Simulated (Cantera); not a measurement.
**Pyrogenic steam for wet oxidation**

An isothermal, constant-pressure homogeneous reactor starts with H2 : O2 : N2 = 1.6 : 1 : 5.5 (molar parts), equivalence ratio 0.80, at 1100 K and 195 Torr.

Model: the H2/O2 subset of GRI-Mech 3.0, which has no nitrogen chemistry, integrated in Cantera. The temperature is held fixed by assumption; the heat of reaction is taken as removed at once.

```json
[
 {"t (s)": "2.00e-5", "x H2": "0.198", "x O2": "0.123", "x HO2": "1.17e-9", "x O": "1.82e-10", "x H": "1.51e-9", "x H2O": "6.43e-10"},
 {"t (s)": "5.80e-5", "x H2": "0.198", "x O2": "0.123", "x HO2": "4.34e-9", "x O": "1.94e-9", "x H": "1.41e-8", "x H2O": "1.40e-8"},
 {"t (s)": "0.000168", "x H2": "0.198", "x O2": "0.123", "x HO2": "3.17e-7", "x O": "4.45e-7", "x H": "3.20e-6", "x H2O": "3.95e-6"},
 {"t (s)": "0.000489", "x H2": "0.0294", "x O2": "0.0485", "x HO2": "1.74e-5", "x O": "0.00681", "x H": "0.0485", "x H2O": "0.152"},
 {"t (s)": "0.00142", "x H2": "0.00355", "x O2": "0.0290", "x HO2": "1.15e-5", "x O": "0.000539", "x H": "0.00158", "x H2O": "0.214"},
 {"t (s)": "0.00411", "x H2": "0.000460", "x O2": "0.0276", "x HO2": "6.18e-6", "x O": "4.75e-5", "x H": "4.34e-5", "x H2O": "0.219"},
 {"t (s)": "0.0119", "x H2": "6.02e-5", "x O2": "0.0274", "x HO2": "1.58e-6", "x O": "5.44e-6", "x H": "1.93e-6", "x H2O": "0.219"},
 {"t (s)": "0.0346", "x H2": "6.83e-6", "x O2": "0.0274", "x HO2": "2.46e-7", "x O": "8.13e-7", "x H": "1.02e-7", "x H2O": "0.219"},
 {"t (s)": "0.101", "x H2": "8.41e-7", "x O2": "0.0274", "x HO2": "4.19e-8", "x O": "1.67e-7", "x H": "7.50e-9", "x H2O": "0.219"},
 {"t (s)": "0.292", "x H2": "1.66e-7", "x O2": "0.0274", "x HO2": "1.02e-8", "x O": "4.45e-8", "x H": "9.19e-10", "x H2O": "0.219"},
 {"t (s)": "0.846", "x H2": "4.62e-8", "x O2": "0.0274", "x HO2": "3.18e-9", "x O": "1.37e-8", "x H": "1.53e-10", "x H2O": "0.219"},
 {"t (s)": "2.46", "x H2": "1.50e-8", "x O2": "0.0274", "x HO2": "1.31e-9", "x O": "4.61e-9", "x H": "2.98e-11", "x H2O": "0.219"},
 {"t (s)": "7.13", "x H2": "5.87e-9", "x O2": "0.0274", "x HO2": "8.91e-10", "x O": "1.72e-9", "x H": "7.29e-12", "x H2O": "0.219"},
 {"t (s)": "20.7", "x H2": "3.66e-9", "x O2": "0.0274", "x HO2": "9.00e-10", "x O": "9.09e-10", "x H": "3.35e-12", "x H2O": "0.219"},
 {"t (s)": "60.0", "x H2": "3.45e-9", "x O2": "0.0274", "x HO2": "9.15e-10", "x O": "8.16e-10", "x H": "3.00e-12", "x H2O": "0.219"}
]
```
x: mole fraction; the columns are a selection and need not sum to one.

Equilibrium at this temperature and pressure: H2 3.44e-9, O2 0.0274, HO2 9.15e-10, O 8.15e-10, H 3.00e-12, H2O 0.219 (gas phase only).
